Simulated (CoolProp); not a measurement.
Saturation properties of methanol.

Values from CoolProp's reference Helmholtz-energy equation of state, de Reuck 1993.

| T (°C) | p (bar) | liquid density (kg/m³) | liquid cp (kJ/(kg K)) | vapour Z | surface tension (mN/m) | vapour viscosity (µPa s) |
|---|---|---|---|---|---|---|
| 37.45 | 0.3151 | 774.5 | 2.616 | 0.9685 | 21.1 | 10.0 |
| 45.25 | 0.4515 | 767.1 | 2.672 | 0.9632 | 20.5 | 10.2 |
| 53.05 | 0.6348 | 759.6 | 2.732 | 0.9573 | 19.8 | 10.5 |
| 60.85 | 0.8768 | 752.0 | 2.795 | 0.9507 | 19.1 | 10.7 |
| 68.65 | 1.191 | 744.2 | 2.862 | 0.9433 | 18.5 | 10.9 |
| 76.45 | 1.594 | 736.3 | 2.932 | 0.9350 | 17.8 | 11.2 |
| 84.25 | 2.103 | 728.1 | 3.007 | 0.9258 | 17.1 | 11.4 |
| 91.95 | 2.729 | 719.9 | 3.084 | 0.9157 | 16.4 | 11.6 |
| 99.75 | 3.510 | 711.2 | 3.166 | 0.9042 | 15.6 | 11.8 |
| 107.55 | 4.463 | 702.3 | 3.253 | 0.8914 | 14.9 | 12.0 |
| 115.35 | 5.615 | 693.0 | 3.345 | 0.8773 | 14.1 | 12.2 |
| 123.15 | 6.995 | 683.3 | 3.443 | 0.8615 | 13.3 | 12.4 |
| 130.95 | 8.633 | 673.2 | 3.547 | 0.8441 | 12.5 | 12.6 |

It boils at 64.5 °C under 1 atm.

Viscosity comes from a separate model (Xiang 2006). Surface tension comes from a separate correlation (Mulero 2012).
